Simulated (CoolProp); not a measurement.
The fluid at 298.15 K and 0.738 MPa is throttled through a valve to 0.291 MPa with no heat exchange. The same conditions are run with several fluids, on thermodynamics alone (safety and materials aside).

Model: reference Helmholtz-energy equation of state of each fluid (carbon monoxide: Lemmon 2006; normal hydrogen: Leachman 2009; CF4 (R14): Platzer 1990; C2F6 (R116): Lemmon 2006; R410A: Lemmon 2003), in CoolProp. The equations of Platzer and Polt are older, rougher fits. Blends and air are pseudo-pure fits.

### Question
Rank carbon monoxide, normal hydrogen, CF4 (R14), C2F6 (R116), R410A by temperature change (K), highest first.

### Answer
normal hydrogen (+0.1), carbon monoxide (-1.1), CF4 (R14) (-2.5), C2F6 (R116) (-4.0), R410A (-9.6)

```
fluid            final density (kg/m³)
---------------  ---------------------
carbon monoxide                   3.30
normal hydrogen                  0.236
CF4 (R14)                         10.5
C2F6 (R116)                       17.0
R410A                             9.21
```
